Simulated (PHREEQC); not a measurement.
Consider water at 30 °C with 0.0084 mol CsOH, 0.0087 mol Na2SiO3 and 0.098 mol (CH3)4NCl per kg of water. Closed to the air; pH follows from the charge balance.

Computed with PHREEQC (ion-association model, wateq4f.dat).

This is a speciation only: nothing precipitates in the calculation.

Question: Order these Si species by the share of Si that they hold, largest first: H4SiO4, H3SiO4-, H2SiO4-2.

Answer: H3SiO4- (86 %), H2SiO4-2 (14 %), H4SiO4 (0.44 %)

The pH is 11.91 and the ionic strength 0.125 mol/kgw. (CH3)4N+ isn't in the database: it is added as a free cation with an ion size of 4 Å.
